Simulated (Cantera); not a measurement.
Charge: 1 mol SiH₂Cl₂, 3.7 mol NH₃, equilibrated at 0.0220 bar.

Cantera equilibrium calculation (NASA polynomials, part measured and part estimated; ideal gas, pure solids and liquids). Candidate condensed phases: NH₄Cl, Si, Si₃N₄; 28 gas species. Gases not in the tables: Si₂H₆ and higher silanes. Rates play no part.

Task: Which condensed phases are stable at each of these points (T (°C)): 525, 625, 725, 825, 925, 1025, 1125, 1225, 1325, 1425, 1525, 1625, 1725, 1825?

Result: 
| T (°C) | condensed phases | Si condensed (%) |
|---|---|---|
| 525 | Si₃N₄(s) | 96.2 |
| 625 | Si₃N₄(s) | 97.6 |
| 725 | Si₃N₄(s) | 98.3 |
| 825 | Si₃N₄(s) | 98.7 |
| 925 | Si₃N₄(s) | 98.9 |
| 1025 | Si₃N₄(s) | 98.4 |
| 1125 | Si₃N₄(s) | 96.0 |
| 1225 | Si₃N₄(s) | 88.4 |
| 1325 | Si₃N₄(s) | 74.0 |
| 1425 | Si₃N₄(s) | 56.6 |
| 1525 | Si(l) | 49.3 |
| 1625 | Si(l) | 50.9 |
| 1725 | Si(l) | 51.0 |
| 1825 | Si(l) | 47.9 |

From 525 °C to 1425 °C the condensed part is Si₃N₄(s). From 1525 °C to 1825 °C the condensed part is Si(l).
